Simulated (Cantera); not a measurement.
Mixture: CH4 : O2 : N2 = 1 : 1.82 : 10 (molar parts), at 4.24 atm, adiabatic and at constant volume. Ignition delay is the time to a rise of 400 K.

Computed with Cantera and GRI-Mech 3.0 (53 species, 325 reactions).

**Question.** What does this change do: 0.29 parts H2 added?

**Answer.** 
```
quantity                                                before       after
--------------------------------------------------  ----------  ----------
delay at 1048 K                                        0.142 s     8.74 ms
delay at 1098 K                                        67.7 ms     4.69 ms
delay at 1148 K                                        33.6 ms     2.92 ms
delay at 1198 K                                        17.2 ms     1.92 ms
delay at 1248 K                                        9.08 ms     1.28 ms
delay at 1298 K                                        4.93 ms    0.857 ms
delay at 1348 K                                        2.74 ms    0.574 ms
apparent activation energy between 1248 and 1348 K  170 kJ/mol  110 kJ/mol
```
